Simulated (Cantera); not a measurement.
Feed: 1 mol Ta, 28 mol H2O, equilibrated at 752 °C and 0.140 bar.

These are equilibrium values from Cantera (NASA tables, ideal gas, pure condensed phases), not measurements of a reactor. Candidate condensed phases: H2O, Ta, Ta2O5; 12 gas species. Equilibrium is a limit: real reactors are often held back by kinetics, nucleation or transport.

Base state: H2O 0.911, H2 0.0893 (mole fractions); condensed: Ta2O5(s).

Task: What changes in the equilibrium state with this change: Ta replaced by Nb?

Result: 
```tsv
species	before	after
H2O	0.911	0.911
H2	0.0893	0.0893
Ta2O5(s), mol	0.500	0
Nb2O5(s), mol	0	0.500
```
Condensed phases not in the tables: the oxides between NbO2 and Nb2O5. Further candidate phases: Nb, NbO, NbO2, Nb2O5.

Task: What changes in the equilibrium state with this change: temperature from 752 °C to 1725 °C?

Result: 
| species | before | after |
|---|---|---|
| H2O | 0.911 | 0.908 |
| H2 | 0.0893 | 0.0893 |
| OH | <1e-9 | 0.00130 |
| H | 3.48e-9 | 0.00128 |
| O2 | <1e-9 | 5.98e-5 |
| O | <1e-9 | 1.36e-5 |
| Ta2O5(s), mol | 0.500 | 0.500 |
